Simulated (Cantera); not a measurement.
Charge: 1 mol C, 0.042 mol CO₂, equilibrated at 2700 °C and 1 atm.

Cantera equilibrium calculation (NASA polynomials, part measured and part estimated; ideal gas, pure solids and liquids). Candidate condensed phases: C; 12 gas species. Equilibrium is a limit: real reactors are often held back by kinetics, nucleation or transport.

Base state: CO 1.000, C₃ 0.000230, C 3.86e-5, C₂ 2.33e-5 (mole fractions); condensed: C(graphite).

What changes in the equilibrium state with this change: C replaced by C₃H₆?


```csv
species,before,after
H₂,0,0.797
H,0,0.129
C₂H₂ (acetylene),0,0.0458
CO,1.000,0.0255
C₂H,0,0.00122
C₄H₂,0,0.00110
"C(graphite), mol",0.958,2.63
```
Further candidate phases: C₆H₆, C₇H₈, C₈H₁₈, H₂O.
